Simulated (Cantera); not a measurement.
**Ignition delay**

Mixture: H2 : O2 : N2 : H2O = 1 : 0.385 : 1.38 : 0.27 (molar parts), at 17300 Torr, adiabatic and at constant pressure. Ignition delay is the time to a rise of 400 K.

Cantera simulation using the H2/O2 subset of GRI-Mech 3.0, which has no nitrogen chemistry; the numbers are that mechanism's predictions, not measurements. The hydrogen kinetics of GRI-Mech 3.0 are dated; newer H2 mechanisms differ, most at raised pressure. The pressure lies above the range GRI-Mech 3.0 was tuned for (to about 10 atm). Below about 950 K walls govern HO2 and H2O2 in real vessels.

| T0 (K) | delay (ms) |
|---|---|
| 900 | 59.2 |
| 975 | 9.28 |
| 1050 | 1.94 |
| 1125 | 0.498 |
| 1200 | 0.148 |
| 1275 | 0.0476 |
| 1350 | 0.0158 |
| 1425 | 0.00516 |
| 1500 | 0.00182 |

```json
{
 "apparent activation energy between 1350 and 1500 K": "240 kJ/mol"
}
```
